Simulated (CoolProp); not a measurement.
C3F8 (R218) at 298.15 K and 0.558 MPa is compressed adiabatically to 1.22 MPa with isentropic efficiency 0.75. Each further row changes one setting.

Values from CoolProp's reference Helmholtz-energy equation of state, Lemmon 2006. It is a short technical equation, of lower accuracy than the large ones.

```tsv
case	work (kJ/kg)	final temperature (K)	final density (kg/m³)
as stated	(withheld)	(withheld)	(withheld)
efficiency 1	(withheld)	(withheld)	118
efficiency 0.65	(withheld)	(withheld)	(withheld)
```

Problem. Complete the blanks.

Solution. 
- as stated, work (kJ/kg): 11.5
- as stated, final temperature (K): 320.8
- as stated, final density (kg/m³): 115
- efficiency 1, work (kJ/kg): 8.60
- efficiency 1, final temperature (K): 318.0
- efficiency 0.65, work (kJ/kg): 13.2
- efficiency 0.65, final temperature (K): 322.6
- efficiency 0.65, final density (kg/m³): 113
